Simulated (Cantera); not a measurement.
Input: 1 mol Pb, 0.31 mol NH3, a varied amount of N2, equilibrated at 1498.15 K and 2400 Torr.

Cantera equilibrium calculation (NASA polynomials, part measured and part estimated; ideal gas, pure solids and liquids). Candidate condensed phases: Pb; 11 gas species. Equilibrium is a limit: real reactors are often held back by kinetics, nucleation or transport.

Task: Which condensed phases are stable at each of these points (n(N2) (mol)): 31, 64, 97, 130, 160, 200, 230, 260, 300?

Result: 
| n(N2) (mol) | condensed phases | Pb condensed (%) |
|---|---|---|
| 31 | Pb(l) | 76.0 |
| 64 | Pb(l) | 50.9 |
| 97 | Pb(l) | 25.8 |
| 130 | Pb(l) | 0.7 |
| 160 | gas only | 0.0 |
| 200 | gas only | 0.0 |
| 230 | gas only | 0.0 |
| 260 | gas only | 0.0 |
| 300 | gas only | 0.0 |

From 31 mol N2 to 130 mol N2 the condensed part is Pb(l). From 160 mol N2 to 300 mol N2 nothing is condensed.
